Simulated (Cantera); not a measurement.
A perfectly stirred reactor is fed with 17.4 % H₂, 82.6 % O₂, equivalence ratio 0.10, at 4.58 Torr; it is held at 1125 K, and followed from long to short residence time.

Model: GRI-Mech 3.0 (53 species, 325 reactions), integrated in Cantera. Radical loss at walls, strong at low pressure, is not modelled. The temperature is held fixed by assumption; the heat of reaction is taken as removed at once.

x: mole fraction; the columns are a selection and need not sum to one.

```
τ (s)        x H₂   x O₂    x HO₂  x OH   x H₂O   x H₂O₂
-------  --------  -----  -------  ----  ------  -------
20       0.000184  0.809  1.55e-6   ___   0.189  1.13e-7
6.2      0.000390  0.807  2.33e-6   ___   0.188  1.42e-7
1.9      0.000821  0.805  3.21e-6   ___   0.187  1.67e-7
0.61      0.00165  0.800  4.00e-6   ___   0.184  1.80e-7
0.19      0.00327  0.789  4.57e-6   ___   0.177  1.78e-7
0.061     0.00601  0.772  4.74e-6   ___   0.163  1.63e-7
0.019      0.0105  0.753  4.58e-6   ___   0.144  1.52e-7
0.0061     0.0192  0.746  4.33e-6   ___   0.125  1.67e-7
0.0019     0.0407  0.755  3.98e-6   ___   0.101  2.08e-7
0.00061    0.0903  0.781  3.21e-6   ___  0.0607  1.99e-7
```

Q: Complete the blanks.

A: 
- 20, x OH: 0.000910
- 6.2, x OH: 0.00135
- 1.9, x OH: 0.00199
- 0.61, x OH: 0.00289
- 0.19, x OH: 0.00413
- 0.061, x OH: 0.00556
- 0.019, x OH: 0.00696
- 0.0061, x OH: 0.00830
- 0.0019, x OH: 0.00950
- 0.00061, x OH: 0.00837
